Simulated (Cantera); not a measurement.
Charge: 1 mol C, 0.52 mol H2O, 18 mol N2, held at 2173 K and 1 atm.

Method: chemical equilibrium by Gibbs-energy minimisation in Cantera with the NASA 1993 tables (ideal gas, pure condensed phases). Candidate condensed phases: C, C6H6, C7H8, C8H18, H2O; 136 gas species. Equilibrium is a limit: real reactors are often held back by kinetics, nucleation or transport.

Base state: N2 0.943, CO 0.0273, H2 0.0246, HCN 0.00420, H 0.000752, HNC 0.000319, C2H2 (acetylene) 5.43e-5 (mole fractions); condensed: C(graphite).

Task: What changes in the equilibrium state with this change: temperature from 2173 K to 1050 K?

Result: 
```tsv
species	before	after
N2	0.943	0.946
H2	0.0246	0.0271
CO	0.0273	0.0269
HCN	0.00420	1.78e-6
H	0.000752	1.33e-9
HNC	0.000319	3.72e-9
C2H2 (acetylene)	5.43e-5	<1e-9
C(graphite), mol	0.391	0.485
```
